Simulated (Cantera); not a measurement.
A Cantera script and what it prints.

```python
import numpy as np
import cantera as ct

gas_names = """
    H HNO HNO2 HNO3 HO2 H2 H2O H2O2 N NH NH2 NH3 NH2OH NO NO2 NO3 N2 N2H2 N2H4 N2O O OH O2 O3 Si SiH
    SiH2 SiH3 SiH4 SiN SiO SiO2 Si2 Si2N Si3
""".split()
cond_names = """
    H2O(s) H2O(L) Si(cr) Si(L) SiO2(Lqz) SiO2(hqz) SiO2(L) Si2N2O(s) Si3N4(a)
""".split()


def load(file, names, dense=False):
    # The tables refer to 1 bar. Condensed volumes are neglected.
    table = {s.name: s for s in ct.Species.list_from_file(file)}
    out = []
    for n in names:
        d = dict(table[n].input_data)
        d["thermo"] = dict(d["thermo"], **{"reference-pressure": 1e5})
        if dense:
            d["equation-of-state"] = {"model": "constant-volume", "density": "1e6 g/cm^3"}
        out.append(ct.Species.from_dict(d))
    return out


gas = ct.Solution(thermo="ideal-gas", species=load("nasa_gas.yaml", gas_names))
cond = {s.name: ct.Solution(thermo="fixed-stoichiometry", species=[s], name=s.name)
        for s in load("nasa_condensed.yaml", cond_names, dense=True)}
atoms = {
    'Si': {'Si': 1},
    'H2O': {'H': 2, 'O': 1},
    'N2': {'N': 2},
}
top_T = {'Si2N2O(s)': 2100, 'Si3N4(a)': 2400}  # K; cautious upper limits of use, not melting points


def equilibrate(T, P, feed):
    n = {}
    for name, mol in feed.items():
        for a, k in atoms[name].items():
            n[a] = n.get(a, 0.0) + k * mol
    gas.TPX = T, P, n
    mass = sum(n.values()) * gas.mean_molecular_weight
    gas.equilibrate("TP")
    valid = [c for c in cond.values() if c.min_temp <= T <= top_T.get(c.name, c.max_temp)]
    mix = ct.Mixture([(gas, mass / gas.mean_molecular_weight)] + [(c, 0.0) for c in valid])
    mix.T, mix.P = T, P
    mix.equilibrate("TP", solver="vcs", rtol=1e-11, max_steps=5000)
    return mix


results = []
feed = {'Si': 1, 'H2O': 0.55, 'N2': 40}  # mol
P = 90000  # Pa
for T in [948, 1048, 1148, 1248, 1348, 1448, 1548, 1648, 1748, 1848, 1948, 2048, 2148]:
    mix = equilibrate(T, P, feed)
    results.append((T, P, feed, dict(zip(mix.species_names, mix.species_moles))))
    x = sorted(zip(gas.X, gas.species_names), reverse=True)
    print(f"T = {T:g} K  P = {P:g} Pa  gas = {mix.phase_moles(0):.4g} mol")
    print("   x: " + "  ".join(f"{s} {v:.3e}" for v, s in x if v > 1e-06))
    print("   condensed (mol): " + ("  ".join(f"{mix.phase(i).name} {mix.phase_moles(i):.4g}"
          for i in range(1, mix.n_phases) if mix.phase_moles(i) > 1e-12) or "none"))
```

It prints:

```
T = 948 K  P = 90000 Pa  gas = 40.07 mol
   x: N2 9.863e-01  H2 1.372e-02  H2O 1.494e-06  NH3 1.202e-06
   condensed (mol): SiO2(hqz) 0.03329  Si2N2O(s) 0.4834
T = 1048 K  P = 90000 Pa  gas = 40.07 mol
   x: N2 9.863e-01  H2 1.372e-02  H2O 2.485e-06
   condensed (mol): SiO2(hqz) 0.03327  Si2N2O(s) 0.4834
T = 1148 K  P = 90000 Pa  gas = 40.07 mol
   x: N2 9.863e-01  H2 1.372e-02  H2O 3.760e-06
   condensed (mol): SiO2(hqz) 0.03323  Si2N2O(s) 0.4834
T = 1248 K  P = 90000 Pa  gas = 40.07 mol
   x: N2 9.863e-01  H2 1.372e-02  H2O 5.301e-06
   condensed (mol): SiO2(hqz) 0.03319  Si2N2O(s) 0.4834
T = 1348 K  P = 90000 Pa  gas = 40.07 mol
   x: N2 9.863e-01  H2 1.372e-02  H2O 7.079e-06
   condensed (mol): SiO2(hqz) 0.03314  Si2N2O(s) 0.4834
T = 1448 K  P = 90000 Pa  gas = 40.07 mol
   x: N2 9.863e-01  H2 1.372e-02  H2O 9.058e-06  H 1.138e-06
   condensed (mol): SiO2(hqz) 0.03308  Si2N2O(s) 0.4834
T = 1548 K  P = 90000 Pa  gas = 40.07 mol
   x: N2 9.863e-01  H2 1.371e-02  H2O 1.120e-05  SiO 8.938e-06  H 3.801e-06
   condensed (mol): SiO2(hqz) 0.03291  Si2N2O(s) 0.4834
T = 1648 K  P = 90000 Pa  gas = 40.07 mol
   x: N2 9.862e-01  H2 1.371e-02  SiO 9.419e-05  H2O 1.348e-05  H 1.099e-05
   condensed (mol): SiO2(hqz) 0.03172  Si2N2O(s) 0.4823
T = 1748 K  P = 90000 Pa  gas = 40.11 mol
   x: N2 9.855e-01  H2 1.368e-02  SiO 7.480e-04  H 2.817e-05  H2O 1.566e-05
   condensed (mol): SiO2(L) 0.02291  Si2N2O(s) 0.4735
T = 1848 K  P = 90000 Pa  gas = 40.2 mol
   x: N2 9.838e-01  H2 1.364e-02  SiO 2.478e-03  H 6.528e-05  H2O 4.932e-06
   condensed (mol): Si2N2O(s) 0.4502
T = 1948 K  P = 90000 Pa  gas = 40.2 mol
   x: N2 9.838e-01  H2 1.361e-02  SiO 2.491e-03  H 1.390e-04  Si 2.986e-06
   condensed (mol): Si2N2O(s) 0.4498
T = 2048 K  P = 90000 Pa  gas = 40.5 mol
   x: N2 9.784e-01  H2 1.344e-02  SiO 7.823e-03  H 2.737e-04  Si 4.132e-05  SiN 9.026e-06  Si2N 5.582e-06  SiH 2.762e-06
   condensed (mol): Si2N2O(s) 0.2332  Si3N4(a) 0.07139
T = 2148 K  P = 90000 Pa  gas = 41.12 mol
   x: N2 9.727e-01  SiO 1.337e-02  H2 1.311e-02  H 5.031e-04  Si 2.444e-04  Si2N 4.940e-05  SiN 4.286e-05  SiH 1.303e-05  Si2 3.525e-06  SiH2 3.046e-06
   condensed (mol): Si(L) 0.4331
```

Method: chemical equilibrium by Gibbs-energy minimisation in Cantera with the NASA 1993 tables (ideal gas, pure condensed phases). N2 is the only nitrogen source here; it is nearly inert below about 1500 K, so the nitride shown seldom forms there in practice. Mutual solubility and eutectic melting of coexisting phases are not modelled. The tables' values for SiN are old estimates; treat these amounts as uncertain. The tables hold silica as quartz up to 1696 K and as liquid above; real silica turns to tridymite and cristobalite and melts near 1996 K.
